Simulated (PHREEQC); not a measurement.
Dissolve 7.3 mmol/kgw FeSO4, 0.21 mmol/kgw CaCl2 and 0.034 mmol/kgw NaF at 20 °C. Closed to the air; pH follows from the charge balance.

Equilibrium calculation in PHREEQC: ion-association model, phreeqc.dat.

Each row changes one thing in this solution. Precipitation was switched off in this run.

```tsv
case	pH	ionic strength (mol/kgw)	Ca+2 (mol/kgw)	F- (mol/kgw)	HF (mol/kgw)	NaF (mol/kgw)	SI of Fluorite (CaF2)	SI of Halite (NaCl)
as made	6.13	0.0230	0.000160	3.29e-5	2.86e-8	4.70e-10	-2.47	-9.55
NaF from 3.4e-05 to 0.00017 mol/kgw	6.15	0.0231	0.000161	0.000164	1.36e-7	1.17e-8	-1.08	-8.85
NaF from 3.4e-05 to 3.74e-05 mol/kgw	6.13	0.0230	0.000160	3.62e-5	3.14e-8	5.69e-10	-2.39	-9.50
FeSO4 left out	7.09	0.000664	0.000210	3.40e-5	3.68e-9	6.27e-10	-2.03	-9.44
0.0063 mol/kgw CO2 added	4.29	0.0230	0.000160	3.11e-5	1.88e-6	4.45e-10	-2.52	-9.55
CaCl2 from 0.00021 to 4.2e-05 mol/kgw	6.13	0.0226	3.20e-5	3.29e-5	2.86e-8	4.71e-10	-3.17	-10.24
```

Fluoro complexes past AlF4- and FeF3 are missing from the database.
